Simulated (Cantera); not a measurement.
# Premixed flame

A freely propagating, adiabatic, planar premixed flame of H₂ : O₂ : N₂ = 1 : 0.575 : 2.16 (molar parts), equivalence ratio 0.87, unburnt at 423 K and 0.563 atm; mixture-averaged transport, grid criteria slope 0.08 and curve 0.16, no radiation.

Cantera simulation using the H2/O2 subset of GRI-Mech 3.0, which has no nitrogen chemistry; the numbers are that mechanism's predictions, not measurements. Burning velocities carry a grid error of a few per cent, more on coarse grids.

```
z (mm)  T (K)  u (m/s)    x H₂    x O₂       x O      x H     x H₂O   x H₂O₂
------  -----  -------  ------  ------  --------  -------  --------  -------
-2.50     423     3.43   0.268   0.154     <1e-8    <1e-8     <1e-8    <1e-8
-1.67     423     3.43   0.268   0.154     <1e-8    <1e-8     <1e-8    <1e-8
-1.25     423     3.43   0.268   0.154     <1e-8    <1e-8     <1e-8    <1e-8
-0.833    423     3.43   0.268   0.154     <1e-8    <1e-8   9.59e-8    <1e-8
-0.416    430     3.48   0.263   0.155   1.07e-6  6.13e-6  0.000179  2.96e-6
-0.208    642     5.04   0.230   0.152  0.000136  0.00282    0.0163  4.30e-5
0        1102     8.36   0.137   0.118   0.00395   0.0260    0.0956  5.10e-6
0.208    1428     10.7  0.0541  0.0625    0.0112   0.0452     0.193  3.06e-6
0.416    1586     11.8  0.0349  0.0448    0.0128   0.0425     0.223  1.82e-6
0.833    1746     12.9  0.0312  0.0390    0.0114   0.0318     0.236  9.06e-7
1.67     1905     13.9  0.0279  0.0350   0.00892   0.0211     0.248  4.67e-7
3.33     2049     14.8  0.0226  0.0313   0.00625   0.0124     0.262  2.76e-7
6.66     2168     15.5  0.0165  0.0283   0.00396  0.00648     0.275  1.92e-7
```
x: mole fraction of selected species; z is measured from the peak of heat release.

```
Item                        Result
------------------------  --------
laminar burning velocity  343 cm/s
thermal thickness         0.833 mm
peak x(O)                   0.0128
peak x(H)                   0.0456
peak x(H₂O₂)               4.35e-5
grid points                    111
```
